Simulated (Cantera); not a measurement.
# Adiabatic ignition

An adiabatic, constant-pressure homogeneous reactor starts with 11.4 % CH4, 17.5 % O2, 68.3 % N2, 2.73 % H2O, at 1125 K and 0.434 atm.

Detailed kinetics in Cantera: GRI-Mech 3.0 (53 species, 325 reactions).

```json
[
 {"t (s)": "2.00e-6", "T (K)": "1125", "x CH4": "0.114", "x O2": "0.175", "x H2O": "0.0273", "x HCO": "<1e-12", "x H2O2": "<1e-12", "x CH2": "<1e-12", "x H": "<1e-12"},
 {"t (s)": "6.59e-6", "T (K)": "1125", "x CH4": "0.114", "x O2": "0.175", "x H2O": "0.0273", "x HCO": "<1e-12", "x H2O2": "<1e-12", "x CH2": "<1e-12", "x H": "1.38e-12"},
 {"t (s)": "2.17e-5", "T (K)": "1125", "x CH4": "0.114", "x O2": "0.175", "x H2O": "0.0273", "x HCO": "<1e-12", "x H2O2": "3.27e-12", "x CH2": "<1e-12", "x H": "1.65e-12"},
 {"t (s)": "7.17e-5", "T (K)": "1125", "x CH4": "0.114", "x O2": "0.175", "x H2O": "0.0273", "x HCO": "<1e-12", "x H2O2": "3.50e-11", "x CH2": "<1e-12", "x H": "2.12e-12"},
 {"t (s)": "0.000236", "T (K)": "1125", "x CH4": "0.114", "x O2": "0.175", "x H2O": "0.0273", "x HCO": "<1e-12", "x H2O2": "3.62e-10", "x CH2": "<1e-12", "x H": "3.81e-12"},
 {"t (s)": "0.000779", "T (K)": "1125", "x CH4": "0.114", "x O2": "0.175", "x H2O": "0.0273", "x HCO": "<1e-12", "x H2O2": "3.36e-9", "x CH2": "<1e-12", "x H": "1.09e-11"},
 {"t (s)": "0.00257", "T (K)": "1125", "x CH4": "0.114", "x O2": "0.175", "x H2O": "0.0273", "x HCO": "<1e-12", "x H2O2": "2.25e-8", "x CH2": "<1e-12", "x H": "5.43e-11"},
 {"t (s)": "0.00847", "T (K)": "1125", "x CH4": "0.114", "x O2": "0.175", "x H2O": "0.0273", "x HCO": "<1e-12", "x H2O2": "5.96e-8", "x CH2": "<1e-12", "x H": "3.60e-10"},
 {"t (s)": "0.0279", "T (K)": "1125", "x CH4": "0.114", "x O2": "0.175", "x H2O": "0.0274", "x HCO": "6.64e-12", "x H2O2": "6.86e-8", "x CH2": "<1e-12", "x H": "7.57e-10"},
 {"t (s)": "0.0920", "T (K)": "1126", "x CH4": "0.114", "x O2": "0.175", "x H2O": "0.0275", "x HCO": "4.73e-11", "x H2O2": "1.93e-7", "x CH2": "<1e-12", "x H": "2.19e-9"},
 {"t (s)": "0.303", "T (K)": "1144", "x CH4": "0.110", "x O2": "0.173", "x H2O": "0.0303", "x HCO": "1.98e-9", "x H2O2": "2.75e-6", "x CH2": "1.07e-11", "x H": "5.17e-8"},
 {"t (s)": "1.00", "T (K)": "2499", "x CH4": "<1e-12", "x O2": "0.00163", "x H2O": "0.190", "x HCO": "3.02e-8", "x H2O2": "3.57e-8", "x CH2": "<1e-12", "x H": "0.00779"}
]
```
x: mole fraction; the columns are a selection and need not sum to one.

```yaml
time_of_steepest_temperature_rise: 0.369 s
temperature at 1.00 s: 2499 K
equilibrium_temperature: 2499 K
x(CH4) at 1.00 s: <1e-12 (gas-phase equilibrium <1e-12)
x(O2) at 1.00 s: 0.00163 (gas-phase equilibrium 0.00163)
x(H2O) at 1.00 s: 0.190 (gas-phase equilibrium 0.190)
```
